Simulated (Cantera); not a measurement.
Input: 1 mol Ca(OH)2, 0.07 mol H2O, 0.013 mol CO2, equilibrated at 1800 °C and 97.5 Torr.

These are equilibrium values from Cantera (NASA tables, ideal gas, pure condensed phases), not measurements of a reactor. Candidate condensed phases: C, C6H6, C7H8, C8H18, Ca, CaCO3, CaO, Ca(OH)2, H2O; 115 gas species. Equilibrium is a limit: real reactors are often held back by kinetics, nucleation or transport.

Base state: H2O 0.958, H2 0.0158, CO2 0.0110, O2 0.00685, OH 0.00633, H 0.000917, CO 0.000879, O 0.000264 (mole fractions); condensed: CaO(s).

Task: What changes in the equilibrium state with this change: CO2 from 0.013 to 0.023 mol?

Result: 
| species | before | after |
|---|---|---|
| H2O | 0.958 | 0.949 |
| CO2 | 0.0110 | 0.0193 |
| H2 | 0.0158 | 0.0155 |
| CO | 0.000879 | 0.00152 |
| Ca(OH)2 | 0.000169 | 0.000168 |
| O2 | 0.00685 | 0.00701 |
| O | 0.000264 | 0.000267 |
| H | 0.000917 | 0.000908 |
| OH | 0.00633 | 0.00634 |
| CaO(s), mol | 1.000 | 1.000 |
